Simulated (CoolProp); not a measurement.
R245fa at several states: fugacity coefficient from the reference equation and from simpler models built on Tc = 427.0 K, pc = 3.651 MPa, ω = 0.378; each cubic takes its own stable root.

The numbers come from the reference Helmholtz-energy equation of state, Akasaka 2015 in CoolProp.

| T (K) | p (MPa) | phase | reference |
|---|---|---|---|
| 274.2 | 0.0161 | gas | 0.9922 |
| 289.2 | 0.0825 | gas | 0.9676 |
| 273.3 | 1.51 | liquid | 0.03677 |

**Question.** How far does each simpler model (van der Waals, Redlich-Kwong, Peng-Robinson) lie from the reference over these 3 states: mean and median of the absolute difference, and the worst?

**Answer.** 
- van der Waals: mean 231.6 %, median 1.6 %, worst +692.8 % at 273.3 K and 1.51 MPa
- Redlich-Kwong: mean 54.5 %, median 1.0 %, worst +162.4 % at 273.3 K and 1.51 MPa
- Peng-Robinson: mean 0.8 %, median 0.5 %, worst +1.7 % at 273.3 K and 1.51 MPa
